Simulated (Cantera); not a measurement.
A Cantera script and its output.

```python
import numpy as np
import cantera as ct

gas = ct.Solution("gri30.yaml")
gas.TPX = 1698, 13000, {'NO': 1, 'N2': 5.8}
reactor = ct.IdealGasConstPressureReactor(gas, energy="off", clone=False)
net = ct.ReactorNet([reactor])
net.rtol, net.atol = 1e-08, 1e-18
show = ['NO', 'N2', 'O', 'O2', 'N2O', 'NO2']
times = np.geomspace(1e-05, 300, 14)

steps = ct.SolutionArray(gas, extra=["t"])
rows = []
print(f"{'t/s':>10s}{'T/K':>9s}{'P/Pa':>11s}" + "".join(f"{s:>11s}" for s in show))
for t in times:
    while net.time < t:
        t_next = net.step()
        steps.append(gas.state, t=t_next)
    rows.append([np.interp(t, steps.t, y) for y in (steps.T, steps.P, *steps(*show).X.T)])
    print(f"{t:10.3e}{rows[-1][0]:9.1f}{rows[-1][1]:11.4g}" + "".join(f"{x:11.3e}" for x in rows[-1][2:]))
rate = np.gradient(steps.T, steps.t)
print("integrator steps:", len(steps.t))
if steps.T.max() > steps.T[0] + 200:
    print(f"time of steepest temperature rise: {steps.t[rate.argmax()]:.4e} s")
gas.TPX = 1698, 13000, {'NO': 1, 'N2': 5.8}
gas.equilibrate("TP")
print(f"equilibrium (TP): T = {gas.T:.1f} K  " + "  ".join(f"{s} {gas[s].X[0]:.3e}" for s in show))
```

It prints:

```
       t/s      T/K       P/Pa         NO         N2          O         O2        N2O        NO2
 1.000e-05   1698.0    1.3e+04  1.471e-01  8.529e-01  2.464e-09  6.450e-14  2.468e-09  4.569e-12
 3.760e-05   1698.0    1.3e+04  1.471e-01  8.529e-01  9.222e-09  9.106e-13  9.276e-09  6.442e-11
 1.414e-04   1698.0    1.3e+04  1.471e-01  8.529e-01  3.408e-08  1.265e-11  3.482e-08  8.906e-10
 5.315e-04   1698.0    1.3e+04  1.471e-01  8.529e-01  1.204e-07  1.724e-10  1.302e-07  1.189e-08
 1.998e-03   1698.0    1.3e+04  1.471e-01  8.529e-01  3.704e-07  2.223e-09  4.789e-07  1.371e-07
 7.513e-03   1698.0    1.3e+04  1.471e-01  8.529e-01  9.302e-07  3.104e-08  1.661e-06  1.099e-06
 2.825e-02   1698.0    1.3e+04  1.470e-01  8.529e-01  2.580e-06  7.537e-07  4.700e-06  5.577e-06
 1.062e-01   1698.0    1.3e+04  1.470e-01  8.530e-01  4.822e-06  1.552e-05  7.831e-06  1.237e-05
 3.993e-01   1698.0    1.3e+04  1.468e-01  8.530e-01  5.089e-06  9.436e-05  8.129e-06  1.316e-05
 1.501e+00   1698.0    1.3e+04  1.462e-01  8.533e-01  5.523e-06  3.927e-04  8.054e-06  1.440e-05
 5.645e+00   1698.0    1.3e+04  1.440e-01  8.545e-01  6.903e-06  1.513e-03  7.781e-06  1.823e-05
 2.122e+01   1698.0    1.3e+04  1.357e-01  8.586e-01  1.047e-05  5.634e-03  6.854e-06  2.710e-05
 7.979e+01   1698.0    1.3e+04  1.089e-01  8.720e-01  1.753e-05  1.903e-02  4.347e-06  3.758e-05
 3.000e+02   1698.0    1.3e+04  5.294e-02  9.000e-01  2.673e-05  4.702e-02  1.031e-06  2.839e-05
integrator steps: 785
equilibrium (TP): T = 1698.0 K  NO 1.842e-03  N2 9.255e-01  O 3.290e-05  O2 7.259e-02  N2O 4.208e-08  NO2 1.226e-06
```

Computed with Cantera and GRI-Mech 3.0 (53 species, 325 reactions).
